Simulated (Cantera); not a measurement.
An isothermal, constant-pressure homogeneous reactor starts with H2 : O2 : N2 = 1.2 : 1 : 0.97 (molar parts), equivalence ratio 0.60, at 825 K and 97.5 Torr.

Model: the H2/O2 subset of GRI-Mech 3.0, which has no nitrogen chemistry, integrated in Cantera. Radical loss at walls, strong at low pressure, is not modelled. Below about 950 K walls govern HO2 and H2O2 in real vessels. The temperature is held fixed by assumption; the heat of reaction is taken as removed at once.

**Question.** Predict: x(H2) at 6.00 s; x(O2) at 6.00 s; x(H2O) at 6.00 s; x(OH) at 6.00 s; x(H2O2) at 6.00 s; x(O) at 6.00 s; x(HO2) at 6.00 s.

**Answer.** 
```
Item                                                   Value
-----------------  -----------------------------------------
x(H2) at 6.00 s         0.207 (gas-phase equilibrium <1e-12)
x(O2) at 6.00 s          0.243 (gas-phase equilibrium 0.156)
x(H2O) at 6.00 s         0.211 (gas-phase equilibrium 0.467)
x(OH) at 6.00 s      2.50e-9 (gas-phase equilibrium 6.12e-9)
x(H2O2) at 6.00 s  0.000442 (gas-phase equilibrium 1.25e-11)
x(O) at 6.00 s        5.30e-9 (gas-phase equilibrium <1e-12)
x(HO2) at 6.00 s    1.41e-5 (gas-phase equilibrium 3.25e-11)
```
